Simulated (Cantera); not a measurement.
A Cantera script and what it prints.

```python
import numpy as np
import cantera as ct

gas_names = """
    CL CLO CL2 H HCL HNO HNO2 HNO3 HOCL HO2 H2 H2O H2O2 N NH NH2 NH3 NH2OH NO NO2 NO3 N2 N2H2 N2H4 N2O O
    OH O2 O3 Si SiCL SiCL2 SiCL3 SiCL4 SiH SiHCL3 SiH2 SiH2CL2 SiH3 SiH3CL SiH4 SiN SiO SiO2 Si2 Si2N
    Si3
""".split()
cond_names = """
    H2O(s) H2O(L) NH4CL(a) NH4CL(b) Si(cr) Si(L) SiO2(Lqz) SiO2(hqz) SiO2(L) Si2N2O(s) Si3N4(a)
""".split()


def load(file, names, dense=False):
    # The tables refer to 1 bar. Condensed volumes are neglected.
    table = {s.name: s for s in ct.Species.list_from_file(file)}
    out = []
    for n in names:
        d = dict(table[n].input_data)
        d["thermo"] = dict(d["thermo"], **{"reference-pressure": 1e5})
        if dense:
            d["equation-of-state"] = {"model": "constant-volume", "density": "1e6 g/cm^3"}
        out.append(ct.Species.from_dict(d))
    return out


gas = ct.Solution(thermo="ideal-gas", species=load("nasa_gas.yaml", gas_names))
cond = {s.name: ct.Solution(thermo="fixed-stoichiometry", species=[s], name=s.name)
        for s in load("nasa_condensed.yaml", cond_names, dense=True)}
atoms = {
    'SiCl4': {'Si': 1, 'CL': 4},
    'N2O': {'N': 2, 'O': 1},
    'H2': {'H': 2},
}
top_T = {'Si2N2O(s)': 2100, 'Si3N4(a)': 2400}  # K; cautious upper limits of use, not melting points


def equilibrate(T, P, feed):
    n = {}
    for name, mol in feed.items():
        for a, k in atoms[name].items():
            n[a] = n.get(a, 0.0) + k * mol
    gas.TPX = T, P, n
    mass = sum(n.values()) * gas.mean_molecular_weight
    gas.equilibrate("TP")
    valid = [c for c in cond.values() if c.min_temp <= T <= top_T.get(c.name, c.max_temp)]
    mix = ct.Mixture([(gas, mass / gas.mean_molecular_weight)] + [(c, 0.0) for c in valid])
    mix.T, mix.P = T, P
    mix.equilibrate("TP", solver="vcs", rtol=1e-11, max_steps=5000)
    return mix


results = []
feed = {'SiCl4': 1, 'N2O': 0.35, 'H2': 14}  # mol
P = 100000  # Pa
for T in [748, 848, 948, 1048, 1148, 1248, 1348, 1448, 1548, 1648, 1748, 1848, 1948, 2048]:
    mix = equilibrate(T, P, feed)
    results.append((T, P, feed, dict(zip(mix.species_names, mix.species_moles))))

top = {s: max(r[3][s] / sum(r[3][g] for g in gas_names) for r in results) for s in gas_names}
cols = sorted((s for s in top if top[s] > 0.001), key=lambda s: -top[s])[:9]
seen = [c for c in cond_names if any(r[3].get(c, 0) > 1e-12 for r in results)]
print("log10 of partial pressures in bar; condensed amounts in mol")
print(f"{'T/K':>10s}" + "".join(f"{s[:9]:>10s}" for s in cols + seen))
for T, P, feed, n in results:
    ng = sum(n[g] for g in gas_names)
    print(f"{T:10.4g}" + "".join(f"{np.log10(max(n[s] / ng * P / 1e5, 1e-99)):10.3f}" for s in cols)
          + "".join(f"{n.get(c, 0):10.4g}" for c in seen))
```

Output:

```
log10 of partial pressures in bar; condensed amounts in mol
       T/K        H2       HCL     SiCL2        N2       SiO     SiCL4     SiCL3    SiHCL3         H SiO2(Lqz) Si2N2O(s)
       748    -0.096    -0.749   -12.051    -8.300   -20.719    -1.720    -8.023    -4.424   -12.589 8.051e-07      0.35
       848    -0.096    -0.748    -9.568    -7.736   -16.708    -1.722    -6.574    -3.859   -10.768         0      0.35
       948    -0.096    -0.748    -7.623    -7.076   -13.757    -1.728    -5.440    -3.422    -9.328         0      0.35
      1048    -0.096    -0.747    -6.067    -6.625   -11.280    -1.739    -4.534    -3.079    -8.160         0      0.35
      1148    -0.096    -0.744    -4.803    -6.278    -9.198    -1.760    -3.803    -2.810    -7.193         0      0.35
      1248    -0.097    -0.741    -3.774    -5.964    -7.444    -1.801    -3.216    -2.611    -6.379         0      0.35
      1348    -0.099    -0.732    -2.963    -5.555    -6.025    -1.885    -2.775    -2.498    -5.685         0      0.35
      1448    -0.103    -0.717    -2.391    -4.884    -4.984    -2.063    -2.510    -2.517    -5.087         0    0.3498
      1548    -0.107    -0.700    -2.055    -4.093    -4.120    -2.367    -2.435    -2.688    -4.565         0    0.3487
      1648    -0.111    -0.689    -1.881    -3.323    -3.334    -2.763    -2.494    -2.962    -4.106         0    0.3424
      1748    -0.113    -0.693    -1.764    -2.633    -2.638    -3.175    -2.595    -3.252    -3.698         0    0.3127
      1848    -0.116    -0.724    -1.617    -2.070    -2.072    -3.551    -2.668    -3.494    -3.333         0    0.2116
      1948    -0.120    -0.797    -1.436    -1.678    -1.679    -3.929    -2.731    -3.707    -3.007         0         0
      2048    -0.121    -0.796    -1.430    -1.679    -1.679    -4.291    -2.876    -3.986    -2.710         0         0
```

Method: chemical equilibrium by Gibbs-energy minimisation in Cantera with the NASA 1993 tables (ideal gas, pure condensed phases). The tables' values for SiCl3, SiCl are old estimates; treat these amounts as uncertain. Gases not in the tables: Si2H6 and higher silanes.
